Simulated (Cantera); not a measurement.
Si + N2O + H2 (thermal oxidation and active oxidation of silicon)

A closed system holds: 1 mol Si, 0.097 mol N2O, 4 mol H2, equilibrated at 1100 K and 8.90 bar.

Method: chemical equilibrium by Gibbs-energy minimisation in Cantera with the NASA 1993 tables (ideal gas, pure condensed phases). Candidate condensed phases: H2O, Si, SiO2, Si2N2O, Si3N4; 35 gas species. Mutual solubility and eutectic melting of coexisting phases are not modelled. Equilibrium is a limit: real reactors are often held back by kinetics, nucleation or transport.

| Property | Value |
|---|---|
| x(H2) | 1.000 |
| x(SiH4) | 4.70e-6 |
| n(Si(s)) | 0.806 mol |
| n(Si2N2O(s)) | 0.0970 mol |
| gas amount | 4.000 mol |
